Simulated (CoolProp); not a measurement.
Properties of sulfur dioxide at several states.

Model: reference Helmholtz-energy equation of state, Gao 2016, in CoolProp.

```tsv
T (°C)	p (MPa)	phase	density (kg/m³)	speed of sound (m/s)	Joule-Thomson coefficient (K/MPa)
-24.35	21.3	liquid	1526	?	?
239.55	0.0531	gas	0.7990	?	?
125.45	0.0388	gas	0.7517	?	15.31
179.25	35	supercritical	1025	575.7	?
```

Problem. Some entries are withheld; supply them.

Solution. 
- -24.35, speed of sound (m/s): 1167
- -24.35, Joule-Thomson coefficient (K/MPa): -0.3017
- 239.55, speed of sound (m/s): 284.2
- 239.55, Joule-Thomson coefficient (K/MPa): 7.978
- 125.45, speed of sound (m/s): 252.6
- 179.25, Joule-Thomson coefficient (K/MPa): 0.2463
